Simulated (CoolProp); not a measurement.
CHF3 (R23) along the isotherm 475 K: density (kg/m³) from the reference equation and from simpler models built on Tc = 299.3 K, pc = 4832 kPa, ω = 0.263; each cubic takes its own stable root.

The numbers come from the reference Helmholtz-energy equation of state, Penoncello 2003 in CoolProp.

```csv
p (kPa),phase,reference
1210,gas,21.78
2420,gas,44.22
3620,gas,67.11
4830,gas,90.83
6040,supercritical,115.1
7250,supercritical,140.0
8460,supercritical,165.3
9660,supercritical,190.9
10900,supercritical,217.6
12100,supercritical,243.5
```

Question: How far does each simpler model (ideal gas, van der Waals, Redlich-Kwong, Soave-Redlich-Kwong, Peng-Robinson) lie from the reference over these 10 states: mean and median of the absolute difference, and the worst?

Answer: 
- ideal gas: mean 7.2 %, median 7.6 %, worst -11.9 % at 475 K and 12100 kPa
- van der Waals: mean 5.2 %, median 5.2 %, worst +9.7 % at 475 K and 12100 kPa
- Redlich-Kwong: mean 2.3 %, median 2.5 %, worst +3.7 % at 475 K and 12100 kPa
- Soave-Redlich-Kwong: mean 2.9 %, median 2.8 %, worst -5.8 % at 475 K and 12100 kPa
- Peng-Robinson: mean 0.6 %, median 0.3 %, worst -2.0 % at 475 K and 12100 kPa
